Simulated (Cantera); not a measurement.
MgO + F2 + O2 (oxide etching and cleaning by halides)

Feed: 1 mol MgO, 6.5 mol F2, 2.9 mol O2, at 330 Pa.

Equilibrium computed with Cantera from the NASA thermochemical tables; the gas is ideal and each condensed phase is pure. Candidate condensed phases: Mg, MgF2, MgO; 14 gas species. Equilibrium is a limit: real reactors are often held back by kinetics, nucleation or transport.

From 898 K to 1498 K the condensed part is MgF2(s). At 1573 K the condensed part is MgF2(l). From 1648 K to 1723 K nothing is condensed.

```tsv
T (K)	log p F	log p F2	log p O2	log p MgF2	log p O	n MgF2(s)	n MgF2(l)
898	-2.96	-2.94	-2.98	-13.12	-12.79	1.00	0
973	-2.74	-3.23	-3.04	-11.39	-11.69	1.00	0
1048	-2.65	-3.67	-3.08	-9.92	-10.74	1.00	0
1123	-2.61	-4.16	-3.10	-8.65	-9.91	1.000	0
1198	-2.60	-4.62	-3.11	-7.55	-9.17	1.000	0
1273	-2.60	-5.04	-3.11	-6.58	-8.52	0.999	0
1348	-2.60	-5.42	-3.11	-5.72	-7.94	0.992	0
1423	-2.60	-5.76	-3.11	-4.96	-7.43	0.952	0
1498	-2.61	-6.07	-3.12	-4.28	-6.96	0.765	0
1573	-2.63	-6.39	-3.14	-3.71	-6.55	0	0.0895
1648	-2.63	-6.65	-3.14	-3.67	-6.17	0	0
1723	-2.63	-6.88	-3.14	-3.67	-5.81	0	0
```
log p: log10 of the partial pressure in bar; n: condensed amount in mol.
